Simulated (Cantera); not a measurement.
A closed system holds: 1 mol HBr, 0.62 mol O₂, held at 0.100 bar.

Equilibrium computed with Cantera from the NASA thermochemical tables; the gas is ideal and each condensed phase is pure. Candidate condensed phases: Br₂, H₂O; 12 gas species. Equilibrium is a limit: real reactors are often held back by kinetics, nucleation or transport. All values below are at 2725 K.

Base state: Br 0.459, O₂ 0.172, H₂O 0.165, OH 0.0599, O 0.0526, HBr 0.0426, H 0.0282, H₂ 0.0204 (mole fractions); condensed: gas only.

Question: What changes in the equilibrium state with this change: O₂ from 0.62 to 0.28 mol?

Answer: 
```json
[
 {"species": "Br", "before": "0.459", "after": "0.541"},
 {"species": "H₂O", "before": "0.165", "after": "0.183"},
 {"species": "HBr", "before": "0.0426", "after": "0.0739"},
 {"species": "O₂", "before": "0.172", "after": "0.0447"},
 {"species": "H₂", "before": "0.0204", "after": "0.0442"},
 {"species": "O", "before": "0.0526", "after": "0.0268"},
 {"species": "H", "before": "0.0282", "after": "0.0415"},
 {"species": "OH", "before": "0.0599", "after": "0.0450"},
 {"species": "HO₂", "before": "1.53e-5", "after": "5.86e-6"},
 {"species": "Br₂", "before": "0.000162", "after": "0.000225"}
]
```
